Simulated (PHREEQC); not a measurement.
## Acid mine or pickling water

Synthetic water in mmol/kgw, 25 °C, pH 2.24:

| constituent | mmol/kgw |
|---|---|
| Na | 61 |
| K | 1.88 |
| Ca | 24.5 |
| Mg | 0.529 |
| Cl | 22 |
| S(6) | 57.2 |
| Mn(2) | 0.129 |
| Br | 0.128 |

Valence states are taken as typed.

All values are PHREEQC results (Pitzer model, pitzer.dat), not measurements.

No solid was allowed to form.

**Question.** Estimate the specific conductance, charge-balance error, osmotic coefficient.

**Answer.** specific conductance 13200 µS/cm; charge-balance error -3.1 %; osmotic coefficient 0.789.

**Question.** In which forms is S present?

**Answer.** SO4-2 87 %, HSO4- 13 % of the S.

Examples of supersaturated solids here: Gypsum. Others may be too.
